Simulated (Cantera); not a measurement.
An isothermal, constant-pressure homogeneous reactor starts with C₂H₄ : O₂ : N₂ : H₂O = 0.01 : 0.0021 : 1 : 0.011 (molar parts), at 1175 K and 5.00 bar.

Detailed kinetics in Cantera: GRI-Mech 3.0 (53 species, 325 reactions). GRI-Mech 3.0 was tuned for natural gas; its chemistry of ethylene as a main component is partial and can be far from experiment. GRI-Mech 3.0 stops at C3 and has no aromatics, soot or wall deposition, so with more carbon than oxygen in the feed, carbon stays in small species such as C2H2 where larger ones or solid carbon would form.

### Question
Predict: x(C₂H₄) at 40.0 s; x(CH₄) at 40.0 s; x(CH₂CO) at 40.0 s; x(CH₃) at 40.0 s; x(HCN) at 40.0 s.

### Answer
- x(C₂H₄) at 40.0 s: 0.00240 (gas-phase equilibrium 1.68e-5)
- x(CH₄) at 40.0 s: 0.00193 (gas-phase equilibrium 0.00357)
- x(CH₂CO) at 40.0 s: 5.48e-7 (gas-phase equilibrium 1.61e-9)
- x(CH₃) at 40.0 s: 1.00e-7 (gas-phase equilibrium 2.51e-8)
- x(HCN) at 40.0 s: 1.93e-9 (gas-phase equilibrium 0.000980)
